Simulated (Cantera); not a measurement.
An isothermal, constant-pressure homogeneous reactor starts with 1.56 % CH3OH, 0.917 % O2, 97.5 % N2, equivalence ratio 2.6, at 1450 K and 10.0 bar.

Detailed kinetics in Cantera: GRI-Mech 3.0 (53 species, 325 reactions). GRI-Mech 3.0 was tuned for natural gas; its chemistry of methanol as a main component is partial and can be far from experiment.

One state of this run: x CH3OH = 1.65e-10; x O2 = 1.91e-9; x HO2 = <1e-12; x OH = 1.98e-8; x O = 1.01e-12. x: mole fraction; the columns are a selection and need not sum to one.

Q: Which value of t (s) does it belong to?
(A) 0.000231
(B) 0.00123
(C) 0.000100
(D) 0.0152

A: D, 0.0152
